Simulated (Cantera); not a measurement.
Feed: 1 mol SiH4, 0.25 mol CO2, 3.3 mol N2, 0.77 mol O2, equilibrated at 1.00 mbar.

Method: chemical equilibrium by Gibbs-energy minimisation in Cantera with the NASA 1993 tables (ideal gas, pure condensed phases). Candidate condensed phases: C, C6H6, C7H8, C8H18, H2O, Si, SiC, SiO2, Si2N2O, Si3N4; 151 gas species. N2 is the only nitrogen source here; it is nearly inert below about 1500 K, so the nitride shown seldom forms there in practice. Mutual solubility and eutectic melting of coexisting phases are not modelled. The tables hold silica as quartz up to 1696 K and as liquid above; real silica turns to tridymite and cristobalite and melts near 1996 K. Equilibrium is a limit: real reactors are often held back by kinetics, nucleation or transport.

**Question.** What share of the Si ends up in condensed phases as a function of T (K), at 1323, 1373, 1423, 1473, 1523, 1573, 1623, 1673, 1723, 1773, 1823, 1873?

**Answer.** 
```csv
T (K),Si condensed (%),as
1323,99.9,SiO2(β-quartz) + Si2N2O(s)
1373,99.6,SiO2(β-quartz) + Si2N2O(s)
1423,98.3,SiO2(β-quartz) + Si2N2O(s)
1473,92.9,SiO2(β-quartz) + Si2N2O(s)
1523,79.0,SiO2(β-quartz)
1573,78.9,SiO2(β-quartz)
1623,78.7,SiO2(β-quartz)
1673,78.2,SiO2(β-quartz)
1723,76.7,SiO2(condensed)
1773,73.4,SiO2(condensed)
1823,67.2,SiO2(condensed)
1873,57.1,SiO2(condensed)
```
